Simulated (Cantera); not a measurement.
Input: 1 mol Si, 0.036 mol N2O, 16 mol N2, at 2025 K and 0.128 Torr.

These are equilibrium values from Cantera (NASA tables, ideal gas, pure condensed phases), not measurements of a reactor. Candidate condensed phases: Si, SiO2, Si2N2O, Si3N4; 16 gas species. The tables' values for SiN are old estimates; treat these amounts as uncertain. Kinetics and transport are ignored.

Task: What is the equilibrium state?

Result: 
* **x(N2)**: 0.941
* **x(Si)**: 0.0561
* **x(SiO)**: 0.00211
* **x(SiN)**: 0.000174
* **x(Si2)**: 0.000101
* **x(Si2N)**: 3.67e-5
* **x(Si3)**: 3.52e-6
* **gas amount**: 17.03 mol
* **log10 activity of Si(l) (absent)**: -0.79
